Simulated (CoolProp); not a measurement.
m-xylene along the isotherm 620 K: density (kg/m³) from the reference equation and from simpler models built on Tc = 616.9 K, pc = 3.535 MPa, ω = 0.326; each cubic takes its own stable root.

Model: reference Helmholtz-energy equation of state, Zhou 2012, in CoolProp.

```csv
p (MPa),phase,reference,ideal gas,van der Waals,Redlich-Kwong,Peng-Robinson
1.96,gas,52.55,40.37,50.06,51.53,52.78
3.93,supercritical,395.6,80.94,263.6,304.0,327.7
5.89,supercritical,476.0,121.3,322.3,390.0,430.5
7.85,supercritical,507.1,161.7,347.1,427.1,473.2
9.82,supercritical,528.2,202.2,363.9,452.7,502.4
11.8,supercritical,544.4,243.0,376.8,472.7,525.0
13.7,supercritical,557.3,282.1,386.8,488.5,542.8
15.7,supercritical,568.9,323.3,395.7,502.6,558.7
17.7,supercritical,579.0,364.5,403.4,514.9,572.5
```
